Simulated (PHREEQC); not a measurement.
A made-up water analysis in mg/L, 20 °C, pH 3.63, pe 10.3:

```json
[
 {"constituent": "Na", "mg/L": "144"},
 {"constituent": "K", "mg/L": "2.63"},
 {"constituent": "Ca", "mg/L": "109"},
 {"constituent": "Mg", "mg/L": "17.9"},
 {"constituent": "Cl", "mg/L": "99.3"},
 {"constituent": "S(6) as SO4", "mg/L": "521"},
 {"constituent": "Cu(2)", "mg/L": "12.5"},
 {"constituent": "Zn", "mg/L": "3.08"},
 {"constituent": "Fe(3)", "mg/L": "0.351"}
]
```

Valence states are taken as typed.

Computed with PHREEQC (ion-association model, wateq4f.dat).

ionic strength: 0.0193 mol/kgw
total alkalinity: -0.332 meq/kg
charge-balance error: 1.8 %

```csv
species,molality,activity,log γ
Na+,0.00619,0.00542,-0.058
SO4-2,0.00443,0.00261,-0.230
Cl-,0.00280,0.00244,-0.060
Ca+2,0.00210,0.00125,-0.226
CaSO4,0.000618,0.000621,0.002
Mg+2,0.000558,0.000335,-0.221
H+,0.000263,0.000234,-0.050
MgSO4,0.000179,0.000180,0.002
Cu+2,0.000150,9.03e-5,-0.221
NaSO4-,7.81e-5,6.86e-5,-0.056
K+,6.62e-5,5.76e-5,-0.060
HSO4-,6.11e-5,5.34e-5,-0.058
CuSO4,4.62e-5,4.64e-5,0.002
Zn+2,3.44e-5,2.07e-5,-0.221
ZnSO4,1.21e-5,1.22e-5,0.002
FeOH+2,2.28e-6,1.35e-6,-0.229
```

No solid was allowed to form. Saturation is exceeded, for instance for Hematite (slow to form), Goethite (slow to form); the values hold only as long as no solid forms. Species that the database lacks are ignored.
